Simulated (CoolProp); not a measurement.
Vapour-liquid equilibrium of n-heptane (1) + ethylbenzene (2) at 483 K; x and y are mole fractions of (1).

The numbers come from the multi-fluid Helmholtz-energy mixture model, Span 2003 and Zhou 2012; pair parameters Bell 2016 in CoolProp.

```
x     bubble pressure, mixture model (MPa)  bubble pressure, Raoult's law (MPa)  y, mixture model  y, Raoult's law
----  ------------------------------------  -----------------------------------  ----------------  ---------------
0.05                                0.5602                               0.5517             0.107            0.105
0.2                                 0.6717                               0.6473             0.346            0.358
0.35                                0.7722                               0.7429             0.514            0.545
0.5                                 0.8655                               0.8386             0.647            0.690
0.65                                0.9545                               0.9342             0.761            0.805
0.8                                  1.042                                1.030             0.865            0.899
0.95                                 1.128                                1.125             0.966            0.977
```

The largest gap from Raoult's law is +3.9 % in bubble pressure, at x = 0.35. No azeotrope shows between x = 0.05 and 0.95.

Pair parameters are fitted to limited data, so mixtures are less certain than the pure fluids.
